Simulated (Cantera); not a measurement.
Cantera with NASA thermochemical tables; ideal gases at 1 bar, condensed phases pure. Values are per mole of reaction as written; species without (g) are pure solids or liquids, kept so even where they would boil at 1 bar.

### Question
Between 1900 and 2425 K, where is each reaction favourable under standard conditions?
- 2 NO(g) + CO2(g) ⇌ C + 2 NO2(g)

### Answer
- 2 NO(g) + CO2(g) ⇌ C + 2 NO2(g): ΔG° is 567 kJ at 1900 K and 644 kJ at 2425 K; it stays positive (K < 1). ΔH° is 289 kJ and ΔS° -147 J/K at 2425 K.
